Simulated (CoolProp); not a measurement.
A single-stage vapour-compression cycle with R236EA: evaporating at 300.15 K (dew point), condensing at 348.15 K (bubble point), superheat 5 K, subcooling 2 K, compressor efficiency 0.6, no pressure losses. Each further row changes one setting.

Computed with CoolProp (reference Helmholtz-energy equation of state, Rui 2013).

```
case                              cooling COP  pressure ratio  discharge temperature (K)  refrigerating effect (kJ/kg)  volumetric capacity (kJ/m³)
--------------------------------  -----------  --------------  -------------------------  ----------------------------  ---------------------------
as stated                                2.79            4.02                      354.5                          98.7                         1410
evaporating temperature 305.15 K         3.28            3.40                      354.1                           102                         1710
condensing temperature 343.15 K          3.26            3.55                      349.8                           106                         1500
subcooling 7 K                           2.99            4.02                      354.5                           106                         1500
superheat 15 K                           2.90            4.02                      364.7                           108                         1470
compressor efficiency 0.5                2.33            4.02                      361.1                          98.7                         1410
```
